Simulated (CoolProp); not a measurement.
Vapour pressure (bar) of sulfur dioxide: the reference equation beside estimates from Tc = 157.5 °C, pc = 78.87 bar, ω = 0.256. Clausius-Clapeyron is anchored at 69.65 °C with a constant enthalpy of vaporisation of 19.48 kJ/mol.

Computed with CoolProp (reference Helmholtz-energy equation of state, Gao 2016).

| T (°C) | reference | Lee-Kesler | Clausius-Clapeyron | van der Waals | Soave-Redlich-Kwong |
|---|---|---|---|---|---|
| 51.95 | 8.882 | 8.914 | 9.697 | 22.99 | 8.923 |
| 60.85 | 11.27 | 11.31 | 11.75 | 26.16 | 11.34 |
| 69.65 | 14.07 | 14.12 | 14.07 | 29.54 | 14.18 |
| 78.45 | 17.36 | 17.41 | 16.69 | 33.20 | 17.53 |
| 87.25 | 21.19 | 21.24 | 19.64 | 37.12 | 21.42 |
| 96.15 | 25.66 | 25.71 | 22.98 | 41.38 | 25.98 |
| 104.95 | 30.74 | 30.77 | 26.63 | 45.87 | 31.15 |
| 113.75 | 36.54 | 36.55 | 30.66 | 50.65 | 37.03 |
| 122.55 | 43.11 | 43.11 | 35.08 | 55.72 | 43.69 |
| 131.45 | 50.63 | 50.64 | 39.96 | 61.16 | 51.26 |
| 140.25 | 59.02 | 59.06 | 45.21 | 66.84 | 59.64 |

Absolute difference from the reference over all 11 rows, mean and median: Lee-Kesler 0.2 and 0.2 %, Clausius-Clapeyron 11.6 and 10.4 %, van der Waals 70.9 and 61.3 %, Soave-Redlich-Kwong 1.0 and 1.1 %.
